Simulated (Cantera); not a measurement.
Input (Python, Cantera):

```python
import numpy as np
import cantera as ct

gas = ct.Solution("gri30.yaml")
gas.TPX = 350, 370000, {'C3H8': 1, 'O2': 3.33, 'N2': 12.5, 'H2O': 1.8}
flame = ct.FreeFlame(gas, width=0.016)
flame.set_refine_criteria(ratio=3, slope=0.08, curve=0.16)
flame.transport_model = "mixture-averaged"
flame.solve(loglevel=0, auto=True)
z, T = flame.grid, flame.T
thick = (T[-1] - T[0]) / np.gradient(T, z).max()
show = ['C3H8', 'O2', 'H2O', 'NO', 'H2O2', 'NO2']
print(f"laminar burning velocity  {flame.velocity[0] * 100:.3f} cm/s")
print(f"burnt temperature         {T[-1]:.1f} K")
print(f"thermal thickness         {thick * 1e3:.4f} mm")
print(f"grid points               {len(z)}")
z0 = z[flame.heat_release_rate.argmax()]
print(f"{'z/mm':>9s}{'T/K':>9s}{'u/(m/s)':>9s}" + "".join(f"{s:>11s}" for s in show))
rows = []
for k in (-3, -2, -1.5, -1, -0.5, -0.25, 0, 0.25, 0.5, 1, 2, 4, 8):
    zz = z0 + k * thick
    rows.append([k * thick, np.interp(zz, z, T), np.interp(zz, z, flame.velocity),
                 *(np.interp(zz, z, flame.X[gas.species_index(s)]) for s in show)])
    print(f"{rows[-1][0] * 1e3:9.3f}{rows[-1][1]:9.1f}{rows[-1][2]:9.3f}" + "".join(f"{x:11.3e}" for x in rows[-1][3:]))
```

Output:

```
laminar burning velocity  9.668 cm/s
burnt temperature         1871.5 K
thermal thickness         0.4008 mm
grid points               119
     z/mm      T/K  u/(m/s)       C3H8         O2        H2O         NO       H2O2        NO2
   -1.202    350.8    0.097  5.348e-02  1.779e-01  9.632e-02  7.842e-12  5.773e-08  9.907e-11
   -0.802    355.9    0.099  5.322e-02  1.766e-01  9.644e-02  6.164e-11  4.145e-07  8.644e-10
   -0.601    376.8    0.106  5.283e-02  1.737e-01  9.821e-02  3.555e-10  1.917e-06  4.926e-09
   -0.401    495.9    0.141  5.097e-02  1.607e-01  1.091e-01  4.462e-09  1.048e-05  3.563e-08
   -0.200    916.3    0.271  3.694e-02  1.138e-01  1.456e-01  9.651e-08  3.323e-05  1.116e-07
   -0.100   1260.5    0.386  1.640e-02  7.182e-02  1.748e-01  3.083e-07  2.227e-05  5.624e-08
    0.000   1609.8    0.505  4.302e-04  2.803e-02  2.039e-01  6.051e-07  2.583e-06  3.062e-09
    0.100   1775.6    0.559  3.591e-07  9.337e-03  2.152e-01  9.714e-07  5.939e-07  5.315e-10
    0.200   1833.0    0.577  1.701e-08  3.757e-03  2.170e-01  1.197e-06  1.896e-07  2.169e-10
    0.401   1865.4    0.586  1.578e-09  1.026e-03  2.157e-01  1.338e-06  3.325e-08  6.541e-11
    0.802   1876.6    0.589  1.950e-10  1.892e-04  2.127e-01  1.385e-06  4.118e-09  1.452e-11
    1.603   1878.1    0.590  6.969e-11  1.968e-05  2.093e-01  1.420e-06  4.590e-10  3.635e-12
    3.206   1876.0    0.590  3.326e-11  3.133e-07  2.062e-01  1.524e-06  8.818e-11  2.349e-12
```

Cantera simulation using GRI-Mech 3.0 (53 species, 325 reactions); the numbers are that mechanism's predictions, not measurements. GRI-Mech 3.0 was tuned for natural gas; its chemistry of propane as a main component is partial and can be far from experiment. Burning velocities carry a grid error of a few per cent, more on coarse grids.
